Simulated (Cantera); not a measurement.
N2O furnace oxynitridation

A perfectly stirred reactor is fed with N2O : H2O = 1 : 0.011 (molar parts), at 10.00 Torr; it is held at 1623 K, and followed from long to short residence time.

Computed with Cantera and GRI-Mech 3.0 (53 species, 325 reactions). GRI-Mech 3.0 was tuned for natural gas; its chemistry of N2O as a main component is partial and can be far from experiment. Radical loss at walls, strong at low pressure, is not modelled. The temperature is held fixed by assumption; the heat of reaction is taken as removed at once.

```
τ (s)    x N2O    x H2O       x O     x N2     x O2     x NO2      x NO
------  ------  -------  --------  -------  -------  --------  --------
4.3     0.0479  0.00732  0.000179    0.549    0.234   7.60e-5     0.160
1.9      0.102  0.00751  0.000184    0.516    0.219  0.000112     0.155
0.83     0.205  0.00789  0.000189    0.455    0.192  0.000184     0.140
0.36     0.371  0.00849  0.000194    0.357    0.150  0.000298     0.113
0.16     0.567  0.00920  0.000199    0.243    0.101  0.000412    0.0784
0.068    0.751  0.00987  0.000202    0.137   0.0568  0.000446    0.0447
0.030    0.867   0.0103  0.000205   0.0699   0.0288  0.000354    0.0230
0.013    0.932   0.0106  0.000206   0.0324   0.0132  0.000197    0.0108
0.0057   0.964   0.0107  0.000206   0.0145  0.00584   7.34e-5   0.00487
0.0025   0.978   0.0108  0.000201  0.00636  0.00249   1.66e-5   0.00214
0.0011   0.984   0.0108  0.000190  0.00273  0.00102   1.96e-6  0.000900
```
x: mole fraction; the columns are a selection and need not sum to one.
